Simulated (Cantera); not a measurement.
## Adiabatic ignition

An adiabatic, constant-volume homogeneous reactor starts with 5.85 % CH₄, 14.6 % O₂, 79.5 % N₂, equivalence ratio 0.80, at 998 K and 6.10 bar.

Model: GRI-Mech 3.0 (53 species, 325 reactions), integrated in Cantera. Below about 1000 K GRI-Mech 3.0 lacks low-temperature oxidation paths.

```
t (s)     T (K)  P (bar)   x CH₄    x O₂      x CO     x NO   x CH₂CO    x C₂H₆       x H
--------  -----  -------  ------  ------  --------  -------  --------  --------  --------
1.00e-6     998     6.10  0.0585   0.146    <1e-12   <1e-12    <1e-12    <1e-12    <1e-12
3.32e-6     998     6.10  0.0585   0.146    <1e-12   <1e-12    <1e-12    <1e-12    <1e-12
1.10e-5     998     6.10  0.0585   0.146    <1e-12   <1e-12    <1e-12    <1e-12    <1e-12
3.67e-5     998     6.10  0.0585   0.146    <1e-12   <1e-12    <1e-12    <1e-12    <1e-12
0.000122    998     6.10  0.0585   0.146    <1e-12   <1e-12    <1e-12    <1e-12    <1e-12
0.000405    998     6.10  0.0585   0.146    <1e-12   <1e-12    <1e-12  1.16e-11    <1e-12
0.00134     998     6.10  0.0585   0.146  2.21e-11   <1e-12    <1e-12  5.50e-10    <1e-12
0.00446     998     6.10  0.0585   0.146   1.34e-9   <1e-12    <1e-12   3.54e-8  6.45e-12
0.0148      998     6.10  0.0585   0.146   6.80e-8   <1e-12    <1e-12   7.34e-7  1.88e-11
0.0493      998     6.10  0.0584   0.146   1.81e-6   <1e-12  1.48e-11   5.60e-6  6.15e-11
0.164      1010     6.17  0.0573   0.145  0.000281   <1e-12   3.33e-8  0.000146   5.29e-9
0.544      2476     15.2  <1e-12  0.0259   0.00288  0.00777    <1e-12    <1e-12  0.000181
1.81       2476     15.2  <1e-12  0.0259   0.00288  0.00777    <1e-12    <1e-12  0.000181
6.00       2476     15.2  <1e-12  0.0259   0.00288  0.00777    <1e-12    <1e-12  0.000181
```
x: mole fraction; the columns are a selection and need not sum to one.

```yaml
time_of_steepest_temperature_rise: 0.181 s
temperature at 6.00 s: 2476 K
equilibrium_temperature: 2476 K
x(CH₄) at 6.00 s: <1e-12 (gas-phase equilibrium <1e-12)
x(O₂) at 6.00 s: 0.0259 (gas-phase equilibrium 0.0259)
x(CO) at 6.00 s: 0.00288 (gas-phase equilibrium 0.00288)
```
